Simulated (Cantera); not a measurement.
# Si3N4 + HF + H2 (nitride etching)

A closed system holds: 1 mol Si3N4, a varied amount of HF, 73 mol H2, at 1550 K and 100000 Pa.

Cantera equilibrium calculation (NASA polynomials, part measured and part estimated; ideal gas, pure solids and liquids). Candidate condensed phases: Si, Si3N4; 37 gas species. The tables' values for SiF3, SiF2 are old estimates; treat these amounts as uncertain. The numbers say what is thermodynamically allowed, not how fast it happens.

```csv
n(HF) (mol),log p H2,log p HF,log p SiF4,log p N2,n Si3N4(s)
2.5,-0.01,-2.58,-2.26,-2.25,0.787
10,-0.03,-2.33,-1.62,-1.68,0.148
18,-0.06,-1.17,-1.48,-1.65,0
26,-0.09,-0.84,-1.52,-1.69,0
34,-0.13,-0.68,-1.55,-1.72,0
42,-0.16,-0.58,-1.58,-1.76,0
50,-0.19,-0.51,-1.61,-1.79,0
58,-0.22,-0.45,-1.64,-1.81,0
```
log p: log10 of the partial pressure in bar; n: condensed amount in mol.

From 2.5 mol HF to 10 mol HF the condensed part is Si3N4(s). From 18 mol HF to 58 mol HF nothing is condensed. The main Si-bearing gas is SiF4 throughout.
